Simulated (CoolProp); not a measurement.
Sulfur hexafluoride along the isotherm 77.05 °C: density (kg/m³) from the reference equation and from simpler models built on Tc = 45.6 °C, pc = 37.55 bar, ω = 0.210; each cubic takes its own stable root.

The numbers come from the reference Helmholtz-energy equation of state, Guder 2009 in CoolProp.

```json
[
 {"p (bar)": "46.9", "phase": "supercritical", "reference": "385.4"},
 {"p (bar)": "93.9", "phase": "supercritical", "reference": "1079"},
 {"p (bar)": "141", "phase": "supercritical", "reference": "1258"},
 {"p (bar)": "188", "phase": "supercritical", "reference": "1353"},
 {"p (bar)": "235", "phase": "supercritical", "reference": "1419"},
 {"p (bar)": "282", "phase": "supercritical", "reference": "1470"},
 {"p (bar)": "329", "phase": "supercritical", "reference": "1512"},
 {"p (bar)": "375", "phase": "supercritical", "reference": "1547"}
]
```

Q: How far does each simpler model (ideal gas, van der Waals, Redlich-Kwong, Peng-Robinson) lie from the reference over these 8 states: mean and median of the absolute difference, and the worst?

A: 
- ideal gas: mean 27.6 %, median 25.9 %, worst -56.3 % at 77.05 °C and 93.9 bar
- van der Waals: mean 18.5 %, median 20.3 %, worst -21.1 % at 77.05 °C and 375 bar
- Redlich-Kwong: mean 2.4 %, median 1.7 %, worst -5.7 % at 77.05 °C and 93.9 bar
- Peng-Robinson: mean 6.5 %, median 6.8 %, worst +10.9 % at 77.05 °C and 375 bar
